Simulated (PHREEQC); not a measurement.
A solution holds 0.013 mol H2SO4, 0.0026 mol NiSO4 and 1.7e-05 mol Na2HAsO4 per kg of water, at 70 °C. Closed to the air; pH follows from the charge balance.

Equilibrium calculation in PHREEQC: ion-association model, wateq4f.dat.

Each row changes one thing in this solution. This is a speciation only: nothing precipitates in the calculation.

| case | pH | ionic strength (mol/kgw) | HSO4- (mol/kgw) | SO4-2 (mol/kgw) | Ni+2 (mol/kgw) | NiSO4 (mol/kgw) | SI of Morenosite (NiSO4:7H2O) | SI of Mirabilite (Na2SO4:10H2O) |
|---|---|---|---|---|---|---|---|---|
| as made | 1.88 | 0.0256 | 0.0107 | 0.00432 | 0.00198 | 0.000620 | -3.57 | -12.45 |
| 0.00042 mol/kgw KCl added | 1.88 | 0.0260 | 0.0106 | 0.00433 | 0.00198 | 0.000616 | -3.57 | -12.46 |
| H2SO4 from 0.013 to 0.0065 mol/kgw | 2.15 | 0.0175 | 0.00496 | 0.00353 | 0.00199 | 0.000614 | -3.57 | -12.48 |
| temperature from 70 to 55 °C | 1.84 | 0.0276 | 0.00953 | 0.00539 | 0.00192 | 0.000679 | -3.40 | -11.81 |
| diluted 100-fold with water | 3.61 | 0.000471 | 9.82e-6 | 0.000145 | 2.52e-5 | 8.05e-7 | -6.45 | -17.56 |

Constants without temperature data keep their 25 °C values here. The database has no arsenate complexes of Ni.
